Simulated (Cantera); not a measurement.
A freely propagating, adiabatic, planar premixed flame of CO : H2 : CH4 : O2 : N2 = 1 : 0.37 : 0.038 : 0.585 : 2.2 (molar parts), equivalence ratio 1.3, unburnt at 423 K and 0.730 atm; mixture-averaged transport, grid criteria slope 0.08 and curve 0.16, no radiation.

Detailed kinetics in Cantera: GRI-Mech 3.0 (53 species, 325 reactions). Burning velocities carry a grid error of a few per cent, more on coarse grids.

x: mole fraction of selected species; z is measured from the peak of heat release.

```
z (mm)  T (K)  u (m/s)   x CO    x H2    x CH4   x C2H6    x O2  x CH2
------  -----  -------  -----  ------  -------  -------  ------  -----
-1.99     423     1.89  0.238  0.0882  0.00906    <1e-8   0.140  <1e-8
-1.32     423     1.89  0.238  0.0882  0.00906    <1e-8   0.140  <1e-8
-0.993    423     1.89  0.239  0.0881  0.00906    <1e-8   0.140  <1e-8
-0.662    423     1.89  0.239  0.0876  0.00907    <1e-8   0.140  <1e-8
-0.331    445     1.98  0.240  0.0814  0.00911  1.21e-8   0.140  <1e-8
-0.165    732     3.21  0.234  0.0642  0.00841  6.18e-7   0.131    ___
0        1211     5.25  0.213  0.0357  0.00278  5.37e-7  0.0939    ___
0.165    1493     6.39  0.176  0.0169  6.02e-5    <1e-8  0.0526    ___
0.331    1633     6.89  0.148  0.0145  4.22e-7    <1e-8  0.0359  <1e-8
0.662    1781     7.40  0.126  0.0159    <1e-8    <1e-8  0.0260  <1e-8
1.32     1923     7.91  0.120  0.0155    <1e-8    <1e-8  0.0217  <1e-8
2.65     2063     8.40  0.117  0.0141    <1e-8    <1e-8  0.0178  <1e-8
5.29     2187     8.82  0.111  0.0124    <1e-8    <1e-8  0.0135  <1e-8
```

Q: Some entries are withheld; supply them.

A: 
- -0.165, x CH2: 9.68e-8
- 0, x CH2: 8.59e-7
- 0.165, x CH2: 9.63e-8
